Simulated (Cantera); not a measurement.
# Equilibrium for boron, boron nitride and boron oxide: BF₃ + H₂ + N₂

A closed system holds: 1 mol BF₃, 7.9 mol H₂, 1.8 mol N₂, held at 1.33 mbar.

Cantera equilibrium calculation (NASA polynomials, part measured and part estimated; ideal gas, pure solids and liquids). Candidate condensed phases: B, BN; 31 gas species. N₂ is the only nitrogen source here; it is nearly inert below about 1500 K, so the nitride shown seldom forms there in practice. The tables' values for BF₂ are old estimates; treat these amounts as uncertain. Rates play no part.

From 1075 °C to 1350 °C the condensed part is BN(s). At 1375 °C nothing is condensed. The main B-bearing gas is BF₃ throughout. The share of B in condensed phases is highest at 1150 °C (8.3 %) and lowest at 1375 °C (0.0 %).

| T (°C) | x H₂ | x N₂ | x BF₃ | x HF | x BF₂ | x BF | x BHF₂ | n BN(s) |
|---|---|---|---|---|---|---|---|---|
| 1075 | 0.726 | 0.164 | 0.0849 | 0.0233 | 0.000396 | 9.55e-6 | 0.000670 | 0.0794 |
| 1100 | 0.726 | 0.164 | 0.0845 | 0.0241 | 0.000589 | 1.90e-5 | 0.000786 | 0.0810 |
| 1125 | 0.725 | 0.164 | 0.0839 | 0.0249 | 0.000865 | 3.69e-5 | 0.000916 | 0.0822 |
| 1150 | 0.724 | 0.164 | 0.0833 | 0.0256 | 0.00125 | 6.99e-5 | 0.00106 | 0.0827 |
| 1175 | 0.724 | 0.164 | 0.0825 | 0.0263 | 0.00178 | 0.000129 | 0.00122 | 0.0824 |
| 1200 | 0.723 | 0.164 | 0.0816 | 0.0270 | 0.00250 | 0.000234 | 0.00140 | 0.0810 |
| 1225 | 0.722 | 0.164 | 0.0805 | 0.0277 | 0.00347 | 0.000415 | 0.00158 | 0.0779 |
| 1250 | 0.721 | 0.164 | 0.0791 | 0.0283 | 0.00475 | 0.000721 | 0.00179 | 0.0727 |
| 1275 | 0.719 | 0.164 | 0.0774 | 0.0288 | 0.00641 | 0.00123 | 0.00200 | 0.0644 |
| 1300 | 0.717 | 0.165 | 0.0752 | 0.0293 | 0.00852 | 0.00205 | 0.00221 | 0.0520 |
| 1325 | 0.715 | 0.165 | 0.0725 | 0.0297 | 0.0112 | 0.00335 | 0.00243 | 0.0338 |
| 1350 | 0.711 | 0.166 | 0.0691 | 0.0299 | 0.0144 | 0.00537 | 0.00264 | 0.00776 |
| 1375 | 0.707 | 0.165 | 0.0658 | 0.0331 | 0.0166 | 0.00697 | 0.00258 | 0 |
x: gas mole fraction; n: condensed amount in mol.
